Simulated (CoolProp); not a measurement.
Vapour-liquid equilibrium of ethanol (1) + benzene (2) at 107.15 °C; x and y are mole fractions of (1).

Model: multi-fluid Helmholtz-energy mixture model, Schroeder 2014 and Thol 2012; pair parameters Bell 2016, in CoolProp.

```json
[
 {"x": "0.05", "bubble pressure, mixture model (bar)": "2.595", "bubble pressure, Raoult's law (bar)": "2.211", "y, mixture model": "0.190", "y, Raoult's law": "0.064"},
 {"x": "0.2", "bubble pressure, mixture model (bar)": "3.238", "bubble pressure, Raoult's law (bar)": "2.312", "y, mixture model": "0.410", "y, Raoult's law": "0.247"},
 {"x": "0.35", "bubble pressure, mixture model (bar)": "3.445", "bubble pressure, Raoult's law (bar)": "2.413", "y, mixture model": "0.487", "y, Raoult's law": "0.413"},
 {"x": "0.5", "bubble pressure, mixture model (bar)": "3.508", "bubble pressure, Raoult's law (bar)": "2.513", "y, mixture model": "0.535", "y, Raoult's law": "0.567"},
 {"x": "0.65", "bubble pressure, mixture model (bar)": "3.494", "bubble pressure, Raoult's law (bar)": "2.614", "y, mixture model": "0.596", "y, Raoult's law": "0.708"},
 {"x": "0.8", "bubble pressure, mixture model (bar)": "3.346", "bubble pressure, Raoult's law (bar)": "2.715", "y, mixture model": "0.705", "y, Raoult's law": "0.840"},
 {"x": "0.95", "bubble pressure, mixture model (bar)": "3.000", "bubble pressure, Raoult's law (bar)": "2.816", "y, mixture model": "0.906", "y, Raoult's law": "0.961"}
]
```

The largest gap from Raoult's law is +42.8 % in bubble pressure, at x = 0.35. y crosses x between x = 0.5 and 0.65: the model has an azeotrope there.

Pair parameters are fitted to limited data, so mixtures are less certain than the pure fluids.
